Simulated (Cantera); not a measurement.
A freely propagating, adiabatic, planar premixed flame of CH4 : C2H6 : C3H8 : O2 : N2 = 1 : 1.4 : 0.67 : 9.32 : 35 (molar parts), equivalence ratio 1.1, unburnt at 325 K and 10.0 bar; mixture-averaged transport, grid criteria slope 0.08 and curve 0.16, no radiation.

Cantera simulation using GRI-Mech 3.0 (53 species, 325 reactions); the numbers are that mechanism's predictions, not measurements. GRI-Mech 3.0 was tuned for natural gas; its chemistry of propane as a main component is partial and can be far from experiment. Burning velocities carry a grid error of a few per cent, more on coarse grids.

How do the results move with these cheaper or finer settings: unity-Lewis-number transport; multicomponent transport; multicomponent+Soret transport; grid criteria slope 0.5, curve 1; grid criteria slope 0.25, curve 0.5; grid criteria slope 0.03, curve 0.06?


| setting | laminar burning velocity | thermal thickness | peak x(HCO) | peak x(C2H2) | grid points |
|---|---|---|---|---|---|
| as above | 25.0 cm/s | 0.0636 mm | 2.10e-5 | 0.00131 | 139 |
| unity-Lewis-number transport | 20.0 cm/s | 0.0744 mm | 1.68e-5 | 0.00114 | 139 |
| multicomponent transport | 25.2 cm/s | 0.0644 mm | 2.12e-5 | 0.00132 | 139 |
| multicomponent+Soret transport | 25.0 cm/s | 0.0644 mm | 2.13e-5 | 0.00129 | 140 |
| grid criteria slope 0.5, curve 1 | 26.8 cm/s | 0.0698 mm | 1.93e-5 | 0.00130 | 36 |
| grid criteria slope 0.25, curve 0.5 | 25.8 cm/s | 0.0657 mm | 2.06e-5 | 0.00130 | 61 |
| grid criteria slope 0.03, curve 0.06 | 24.7 cm/s | 0.0631 mm | 2.10e-5 | 0.00129 | 341 |
The base run took around 13 core-seconds (rough).
Unity Lewis numbers drop preferential diffusion, which matters most where H2 and H carry the flame; Soret adds thermal diffusion.
